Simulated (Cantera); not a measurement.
A Cantera script and its output.

```python
import numpy as np
import cantera as ct

gas = ct.Solution("gri30.yaml")
gas.TPX = 1098, 2400000, {'C3H8': 1, 'O2': 7.04, 'N2': 26.5}
reactor = ct.IdealGasReactor(gas, energy="on", clone=False)
net = ct.ReactorNet([reactor])
net.rtol, net.atol = 1e-08, 1e-16
show = ['C3H8', 'O2', 'C2H2', 'NO2', 'O', 'CH4', 'CH3']
times = np.geomspace(5e-06, 0.2, 13)

steps = ct.SolutionArray(gas, extra=["t"])
rows = []
print(f"{'t/s':>10s}{'T/K':>9s}{'P/Pa':>11s}" + "".join(f"{s:>11s}" for s in show))
for t in times:
    while net.time < t:
        t_next = net.step()
        steps.append(gas.state, t=t_next)
    rows.append([np.interp(t, steps.t, y) for y in (steps.T, steps.P, *steps(*show).X.T)])
    print(f"{t:10.3e}{rows[-1][0]:9.1f}{rows[-1][1]:11.4g}" + "".join(f"{x:11.3e}" for x in rows[-1][2:]))
rate = np.gradient(steps.T, steps.t)
print("integrator steps:", len(steps.t))
if steps.T.max() > steps.T[0] + 200:
    print(f"time of steepest temperature rise: {steps.t[rate.argmax()]:.4e} s")
gas.TPX = 1098, 2400000, {'C3H8': 1, 'O2': 7.04, 'N2': 26.5}
gas.equilibrate("UV")
print(f"equilibrium (UV): T = {gas.T:.1f} K  " + "  ".join(f"{s} {gas[s].X[0]:.3e}" for s in show))
```

Result:

```
       t/s      T/K       P/Pa       C3H8         O2       C2H2        NO2          O        CH4        CH3
 5.000e-06   1098.0    2.4e+06  2.895e-02  2.038e-01  3.491e-16  1.545e-26  2.967e-12  4.816e-09  6.073e-08
 1.209e-05   1098.0    2.4e+06  2.895e-02  2.038e-01  4.935e-15  5.085e-25  7.457e-12  2.969e-08  1.564e-07
 2.924e-05   1098.0    2.4e+06  2.895e-02  2.038e-01  9.636e-14  1.742e-23  2.062e-11  1.900e-07  4.271e-07
 7.071e-05   1098.0    2.4e+06  2.895e-02  2.038e-01  2.816e-12  6.614e-22  6.143e-11  1.294e-06  1.224e-06
 1.710e-04   1098.0    2.4e+06  2.893e-02  2.038e-01  8.739e-11  2.463e-20  1.363e-10  7.953e-06  2.608e-06
 4.135e-04   1098.0    2.4e+06  2.888e-02  2.038e-01  1.376e-09  5.012e-19  1.774e-10  3.213e-05  3.241e-06
 1.000e-03   1098.2  2.401e+06  2.871e-02  2.037e-01  1.415e-08  7.192e-18  2.357e-10  1.018e-04  3.801e-06
 2.418e-03   1099.6  2.406e+06  2.804e-02  2.033e-01  1.804e-07  1.794e-16  5.602e-10  3.443e-04  5.751e-06
 5.848e-03   2786.4   6.31e+06  3.761e-43  4.955e-02  1.275e-19  4.447e-05  1.450e-03  4.361e-16  2.033e-15
 1.414e-02   2786.4   6.31e+06  3.761e-43  4.955e-02  1.275e-19  4.447e-05  1.450e-03  4.361e-16  2.033e-15
 3.420e-02   2786.4   6.31e+06  3.761e-43  4.955e-02  1.275e-19  4.447e-05  1.450e-03  4.361e-16  2.033e-15
 8.270e-02   2786.4   6.31e+06  3.761e-43  4.955e-02  1.275e-19  4.447e-05  1.450e-03  4.361e-16  2.033e-15
 2.000e-01   2786.4   6.31e+06  3.761e-43  4.955e-02  1.275e-19  4.447e-05  1.450e-03  4.361e-16  2.033e-15
integrator steps: 2492
time of steepest temperature rise: 4.3493e-03 s
equilibrium (UV): T = 2786.4 K  C3H8 6.010e-43  O2 4.955e-02  C2H2 1.428e-19  NO2 4.447e-05  O 1.450e-03  CH4 5.860e-16  CH3 2.732e-15
```

Model: GRI-Mech 3.0 (53 species, 325 reactions), integrated in Cantera. GRI-Mech 3.0 was tuned for natural gas; its chemistry of propane as a main component is partial and can be far from experiment. The pressure lies above the range GRI-Mech 3.0 was tuned for (to about 10 atm).
